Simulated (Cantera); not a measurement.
# Equilibrium for carbon deposition, reforming and gasification: CO + O₂

A closed system holds: 1 mol CO, 0.047 mol O₂, at 675 K and 0.100 bar.

These are equilibrium values from Cantera (NASA tables, ideal gas, pure condensed phases), not measurements of a reactor. Candidate condensed phases: C; 12 gas species. Rates play no part.

The x(CO₂) comes out as 0.972, the x(CO) comes out as 0.0283 and the n(C(graphite)) is 0.445 mol. The gas amount is 0.5549 mol.
